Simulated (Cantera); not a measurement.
Ammonia decomposition in nitride growth gas

An isothermal, constant-pressure homogeneous reactor starts with 90.9 % NH₃, 9.09 % N₂, at 2025 K and 0.395 atm.

Cantera simulation using the gas-phase N/H chemistry of the illustrative SiF4/NH3 mechanism in the Surface Chemkin manual (1991); the numbers are that mechanism's predictions, not measurements. Walls and surfaces, which speed up NH3 decomposition in real reactors, are not modelled.

| t (s) | x NH₃ | x NH₂ | x H₂ | x N₂H₄ | x H | x N |
|---|---|---|---|---|---|---|
| 2.00e-5 | 0.909 | 0.000200 | 0.000101 | 5.97e-9 | 5.89e-7 | 1.56e-10 |
| 4.60e-5 | 0.908 | 0.000454 | 0.000241 | 3.10e-8 | 6.62e-7 | 1.56e-9 |
| 0.000106 | 0.907 | 0.000955 | 0.000657 | 1.38e-7 | 1.07e-6 | 6.57e-9 |
| 0.000243 | 0.905 | 0.00149 | 0.00226 | 3.34e-7 | 2.54e-6 | 2.06e-8 |
| 0.000558 | 0.899 | 0.00158 | 0.00703 | 3.78e-7 | 5.61e-6 | 4.87e-8 |
| 0.00128 | 0.885 | 0.00153 | 0.0181 | 3.54e-7 | 1.20e-5 | 1.07e-7 |
| 0.00295 | 0.854 | 0.00144 | 0.0426 | 3.13e-7 | 2.57e-5 | 2.28e-7 |
| 0.00678 | 0.788 | 0.00130 | 0.0943 | 2.56e-7 | 5.43e-5 | 4.19e-7 |
| 0.0156 | 0.662 | 0.00112 | 0.193 | 1.88e-7 | 0.000112 | 6.33e-7 |
| 0.0358 | 0.463 | 0.000860 | 0.350 | 1.12e-7 | 0.000223 | 8.08e-7 |
| 0.0823 | 0.231 | 0.000538 | 0.532 | 4.38e-8 | 0.000423 | 9.31e-7 |
| 0.189 | 0.0632 | 0.000225 | 0.664 | 7.64e-9 | 0.000804 | 9.84e-7 |
| 0.435 | 0.00513 | 3.95e-5 | 0.709 | 2.36e-10 | 0.00186 | 8.46e-7 |
| 1.00 | 0.000386 | 4.09e-6 | 0.712 | 2.51e-12 | 0.00257 | 1.66e-7 |
x: mole fraction; the columns are a selection and need not sum to one.

Equilibrium at this temperature and pressure: NH₃ 2.47e-6, NH₂ 2.63e-8, H₂ 0.712, N₂H₄ <1e-12, H 0.00258, N 1.08e-9 (gas phase only).
